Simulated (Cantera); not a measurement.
A perfectly stirred reactor is fed with H2 : O2 : N2 = 1 : 0.588 : 2.21 (molar parts), at 1.01 bar; it is adiabatic with a 575 K inlet, and is followed from long to short residence time, starting on the burning branch (τ in s: 0.16, 0.062, 0.024, 0.0095, 0.0037, 0.0014, 0.00056, 0.00022, 8.6e-05, 3.3e-05).

Model: the H2/O2 subset of GRI-Mech 3.0, which has no nitrogen chemistry, integrated in Cantera.

Q: Predict: blow-out, bracketed by the residence times tried; x(H2) at τ = 0.160 s; x(O2) at τ = 0.160 s; x(O) at τ = 0.160 s; x(H2O2) at τ = 0.160 s; x(H) at τ = 0.160 s; x(H2) at τ = 1.40 ms; x(O2) at τ = 1.40 ms; x(O) at τ = 1.40 ms; x(H2O2) at τ = 1.40 ms; x(H) at τ = 1.40 ms.

A: 
```json
{
  "blow_out_bracketed_by_the_residence_times_tried": "burning at 33.0 µs, the shortest tried",
  "x(H2) at τ = 0.160 s": "0.00683",
  "x(O2) at τ = 0.160 s": "0.0267",
  "x(O) at τ = 0.160 s": "0.00153",
  "x(H2O2) at τ = 0.160 s": "2.72e-7",
  "x(H) at τ = 0.160 s": "0.00141",
  "x(H2) at τ = 1.40 ms": "0.0165",
  "x(O2) at τ = 1.40 ms": "0.0299",
  "x(O) at τ = 1.40 ms": "0.00418",
  "x(H2O2) at τ = 1.40 ms": "2.85e-7",
  "x(H) at τ = 1.40 ms": "0.00623"
}
```
